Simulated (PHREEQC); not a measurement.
Solution (70 °C): 0.021 mol NH4BF4 per kg of water. Closed to the air; pH follows from the charge balance.

Model: ion-association model, phreeqc.dat, run in PHREEQC.

```
quantity                   before    after
------------------------  -------  -------
pH                           3.02     2.94
ionic strength (mol/kgw)   0.0221   0.0223
BF4- (mol/kgw)             0.0160   0.0170
HF (mol/kgw)              0.00934  0.00677
F- (mol/kgw)              0.00319  0.00292
H3BO3 (mol/kgw)           0.00223  0.00171
```

Question: Which change was made?
A) temperature from 70 to 5 °C
B) temperature from 70 to 50 °C
C) diluted 2-fold with water
D) temperature from 70 to 20 °C
E) NH4BF4 from 0.021 to 0.105 mol/kgw

Answer: B, temperature from 70 to 50 °C

Precipitation was switched off in this run. Away from 25 °C the constants follow the database's enthalpies or fits; those with neither stay at their 25 °C values. Real BF4- forms and hydrolyses slowly; the run takes it at equilibrium.
